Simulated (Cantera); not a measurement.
A freely propagating, adiabatic, planar premixed flame of 15.3 % CH₃OH, 17.6 % O₂, 66.5 % N₂, 0.613 % H₂, equivalence ratio 1.3, unburnt at 573 K and 0.133 bar; mixture-averaged transport, grid criteria slope 0.08 and curve 0.16, no radiation.

Detailed kinetics in Cantera: GRI-Mech 3.0 (53 species, 325 reactions). GRI-Mech 3.0 was tuned for natural gas; its chemistry of methanol as a main component is partial and can be far from experiment. Burning velocities carry a grid error of a few per cent, more on coarse grids.

Problem. Predict: laminar burning velocity; thermal thickness; peak x(H); peak x(OH).

Solution. 
| Quantity | Value |
|---|---|
| laminar burning velocity | 175 cm/s |
| thermal thickness | 1.45 mm |
| peak x(H) | 0.0242 |
| peak x(OH) | 0.00975 |
